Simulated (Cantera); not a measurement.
An isothermal, constant-pressure homogeneous reactor starts with 1.71 % CO, 3.14 % O₂, 0.0219 % H₂O, 95.1 % N₂, equivalence ratio 0.27, at 1498 K and 9.87 atm.

Detailed kinetics in Cantera: GRI-Mech 3.0 (53 species, 325 reactions).

x: mole fraction; the columns are a selection and need not sum to one.

| t (s) | x CO | x O₂ | x H₂O | x H | x NO | x N₂O |
|---|---|---|---|---|---|---|
| 1.00e-6 | 0.0171 | 0.0314 | 0.000219 | 3.50e-12 | <1e-12 | <1e-12 |
| 8.60e-6 | 0.0171 | 0.0314 | 0.000219 | 2.19e-10 | <1e-12 | 3.85e-11 |
| 7.40e-5 | 0.0171 | 0.0314 | 0.000219 | ___ | 5.36e-12 | ___ |
| 0.000637 | 0.0142 | 0.0298 | 0.000200 | 6.17e-6 | 4.32e-7 | 5.10e-6 |
| 0.00548 | ___ | 0.0236 | 0.000214 | ___ | ___ | ___ |
| 0.0471 | 6.83e-6 | 0.0230 | 0.000219 | 1.57e-9 | 1.78e-5 | 5.39e-7 |
| 0.405 | 1.72e-7 | 0.0230 | 0.000220 | 1.59e-10 | 1.81e-5 | 9.51e-8 |
| 3.49 | 1.72e-7 | 0.0230 | 0.000220 | 1.59e-10 | 1.83e-5 | 9.51e-8 |
| 30.0 | 1.72e-7 | 0.0230 | 0.000220 | 1.59e-10 | 2.00e-5 | 9.51e-8 |

**Question.** What belongs in the gaps?

**Answer.** 
- 7.40e-5, x H: 1.16e-8
- 7.40e-5, x N₂O: 2.97e-9
- 0.00548, x CO: 0.00134
- 0.00548, x H: 4.76e-7
- 0.00548, x NO: 1.34e-5
- 0.00548, x N₂O: 1.23e-5
